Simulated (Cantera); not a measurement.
An isothermal plug-flow reactor at 900 K and 4.30 bar (inlet), inlet velocity 0.39 m/s, active area per volume 1200 1/m; feed 0.455 % CH4, 2.05 % O2, 89.8 % N2, 7.73 % H2O.

Computed with Cantera and Deutschmann's 1995 Pt surface mechanism with GRI-Mech 3.0 gas chemistry. Catalytic surfaces can have several steady states; this one follows from the mechanism file's or the stated starting coverage. Mass transfer to the wall is taken as infinitely fast.

Predict: x(CH4) at z = 0.0031 m; x(O2) at z = 0.0031 m; x(H2O) at z = 0.0031 m; x(CO2) at z = 0.0031 m; x(CO) at z = 0.0031 m; θ(free Pt) at the exit; θ(O*) at the exit; θ(OH*) at the exit.

x(CH4) at z = 0.0031 m: 0.00391
x(O2) at z = 0.0031 m: 0.0192
x(H2O) at z = 0.0031 m: 0.0785
x(CO2) at z = 0.0031 m: 0.000630
x(CO) at z = 0.0031 m: 1.13e-6
θ(free Pt) at the exit: 0.107
θ(O*) at the exit: 0.881
θ(OH*) at the exit: 0.0118
